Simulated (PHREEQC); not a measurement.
Leach liquor (model solution)

Solution (35 °C): 0.0028 mol H2SO4, 0.01 mol ZnSO4 and 0.00066 mol Fe2(SO4)3 per kg of water. Closed to the air; pH follows from the charge balance.

All values are PHREEQC results (ion-association model, wateq4f.dat), not measurements.

No solid was allowed to form.

### Question
What pH does the model give?

### Answer
pH 2.48.

### Question
In which forms is Fe present?

### Answer
FeSO4+ 78 %, FeOH+2 8.2 %, Fe(SO4)2- 7.2 %, Fe+3 4.3 %, FeHSO4+2 1.2 %, Fe(OH)2+ 0.7 % of the Fe.

The solution is supersaturated, for example in Hematite (slow to form), Goethite (slow to form), so a real one may precipitate; this is no full list.
